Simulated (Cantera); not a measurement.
**Silicon nitride deposition: SiH₄ + NH₃ + H₂**

Feed: 1 mol SiH₄, 0.8 mol NH₃, 0.31 mol H₂, equilibrated at 1548.15 K and 24.0 mbar.

These are equilibrium values from Cantera (NASA tables, ideal gas, pure condensed phases), not measurements of a reactor. Candidate condensed phases: Si, Si₃N₄; 18 gas species. Mutual solubility and eutectic melting of coexisting phases are not modelled. Kinetics and transport are ignored.

```
Quantity        Result
-----------  ---------
x(H₂)            0.995
x(N₂)          0.00494
x(H)          0.000199
x(SiH₂)        2.72e-6
x(Si)          1.33e-6
n(Si(s))     0.426 mol
n(Si₃N₄(s))  0.191 mol
gas amount   3.528 mol
```
